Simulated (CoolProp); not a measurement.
20 sccm (0 °C, 1 atm) of nitrogen bubbles through liquid R141b at 283.8 K and leaves saturated at a total pressure of 0.15 MPa (ideal gas phase). Each further row changes one setting.

Computed with CoolProp (reference Helmholtz-energy equation of state, Lemmon 2006). It is a short technical equation, of lower accuracy than the large ones.

```json
[
 {"case": "as stated", "vapour pressure (kPa)": "44.7", "mole fraction of vapour": "0.298", "delivery (mg/min)": "44.3", "delivery (sccm)": "8.49", "change of delivery for a bath 1 K warmer (%)": "6.1"},
 {"case": "bath temperature 288.8 K", "vapour pressure (kPa)": "54.8", "mole fraction of vapour": "0.365", "delivery (mg/min)": "60.1", "delivery (sccm)": "11.5", "change of delivery for a bath 1 K warmer (%)": "6.6"},
 {"case": "total pressure 0.3 MPa", "vapour pressure (kPa)": "44.7", "mole fraction of vapour": "0.149", "delivery (mg/min)": "18.3", "delivery (sccm)": "3.50", "change of delivery for a bath 1 K warmer (%)": "5.0"}
]
```
